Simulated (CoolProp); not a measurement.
The fluid at 448.25 K and 0.548 MPa is compressed adiabatically to 1.29 MPa with isentropic efficiency 0.9. The same conditions are run with several fluids, on thermodynamics alone (safety and materials aside).

Model: reference Helmholtz-energy equation of state of each fluid (cyclohexane: Zhou 2014; isohexane: Lemmon 2006; R365MFC: Lemmon 2016), in CoolProp.

```json
[
 {"fluid": "cyclohexane", "work (kJ/kg)": "(withheld)", "final temperature (K)": "(withheld)", "final density (kg/m³)": "35.1"},
 {"fluid": "isohexane", "work (kJ/kg)": "(withheld)", "final temperature (K)": "471.5", "final density (kg/m³)": "(withheld)"},
 {"fluid": "R365MFC", "work (kJ/kg)": "22.0", "final temperature (K)": "471.3", "final density (kg/m³)": "56.9"}
]
```

Question: Some entries are withheld; supply them.

Answer: 
- cyclohexane, work (kJ/kg): 36.8
- cyclohexane, final temperature (K): 475.2
- isohexane, work (kJ/kg): 35.9
- isohexane, final density (kg/m³): 36.0
